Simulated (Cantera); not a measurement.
**Thermodynamics of halide evaporation, hydrolysis and transport, feed KCl + H2O + H2**

A closed system holds: 1 mol KCl, 1 mol H2O, 42 mol H2, at 1.33 mbar.

These are equilibrium values from Cantera (NASA tables, ideal gas, pure condensed phases), not measurements of a reactor. Candidate condensed phases: H2O, K, KCl, KOH, KO2, K2O, K2O2; 22 gas species. The numbers say what is thermodynamically allowed, not how fast it happens.

```
T (°C)  log p H2  log p H2O  log p KCl  log p K2Cl2  log p HCl  log p K  n KCl(s)
------  --------  ---------  ---------  -----------  ---------  -------  --------
327        -2.89      -4.51     -11.31       -12.70     -13.71     <-14      1.00
427        -2.89      -4.51      -8.63        -9.64     -11.48   -12.15     1.000
527        -2.89      -4.51      -6.63        -7.37      -9.72    -9.95     0.990
627        -2.89      -4.51      -5.10        -5.63      -8.26    -8.34     0.588
727        -2.89      -4.52      -4.58        -5.68      -7.42    -7.46         0
827        -2.90      -4.52      -4.53        -6.44      -6.91    -6.92         0
927        -2.90      -4.52      -4.53        -7.15      -6.49    -6.50         0
1027       -2.90      -4.52      -4.53        -7.76      -6.14    -6.15         0
```
log p: log10 of the partial pressure in bar; n: condensed amount in mol.

From 327 °C to 627 °C the condensed part is KCl(s). From 727 °C to 1027 °C nothing is condensed.
